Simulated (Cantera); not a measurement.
A freely propagating, adiabatic, planar premixed flame of 22.2 % CH3OH, 22.2 % O2, 55.6 % N2, unburnt at 673 K and 29000 Pa; mixture-averaged transport, grid criteria slope 0.08 and curve 0.16, no radiation.

Model: GRI-Mech 3.0 (53 species, 325 reactions), integrated in Cantera. GRI-Mech 3.0 was tuned for natural gas; its chemistry of methanol as a main component is partial and can be far from experiment. Burning velocities carry a grid error of a few per cent, more on coarse grids.

x: mole fraction of selected species; z is measured from the peak of heat release.

```csv
z (mm),T (K),u (m/s),x CH3OH,x O2,x NO,x CH4,x OH,x HCN
-1.65,673,2.74,0.221,0.221,<1e-8,3.13e-7,<1e-8,<1e-8
-1.10,676,2.78,0.218,0.218,<1e-8,1.92e-6,<1e-8,<1e-8
-0.825,686,2.85,0.215,0.215,<1e-8,7.62e-6,<1e-8,<1e-8
-0.550,753,3.21,0.205,0.204,2.20e-8,4.23e-5,<1e-8,1.45e-8
-0.275,1115,5.07,0.153,0.162,2.22e-7,0.000244,7.95e-6,1.41e-7
-0.138,1506,7.24,0.0841,0.117,6.43e-7,0.000495,0.000300,3.60e-7
0,1887,9.59,0.0170,0.0742,1.43e-6,0.000686,0.00228,7.91e-7
0.138,2045,10.6,0.000730,0.0462,2.44e-6,0.000377,0.00589,1.25e-6
0.275,2084,10.8,(withheld),(withheld),(withheld),(withheld),(withheld),1.23e-6
0.550,2112,10.9,<1e-8,0.0110,4.84e-6,2.80e-6,0.0127,6.79e-7
1.10,2136,11.0,<1e-8,0.00594,6.53e-6,<1e-8,0.0133,1.69e-7
2.20,2161,11.1,<1e-8,0.00500,8.91e-6,<1e-8,0.0130,1.53e-8
4.40,2196,11.2,<1e-8,(withheld),(withheld),<1e-8,0.0126,<1e-8
```

Q: Complete the blanks.

A: 
- 0.275, x CH3OH: 9.00e-6
- 0.275, x O2: 0.0272
- 0.275, x NO: 3.43e-6
- 0.275, x CH4: 9.63e-5
- 0.275, x OH: 0.00953
- 4.40, x O2: 0.00434
- 4.40, x NO: 1.33e-5
